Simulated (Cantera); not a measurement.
## Cu + NH3 + N2 (metals in furnace atmospheres)

Feed: 1 mol Cu, 5.1 mol NH3, 4.9 mol N2, equilibrated at 652 °C and 0.150 bar.

Method: chemical equilibrium by Gibbs-energy minimisation in Cantera with the NASA 1993 tables (ideal gas, pure condensed phases). Candidate condensed phases: Cu; 11 gas species. Equilibrium is a limit: real reactors are often held back by kinetics, nucleation or transport.

| Quantity | Value |
|---|---|
| x(H2) | 0.507 |
| x(N2) | 0.493 |
| x(NH3) | 3.78e-5 |
| n(Cu(s)) | 1.00 mol |
| gas amount | 15.10 mol |
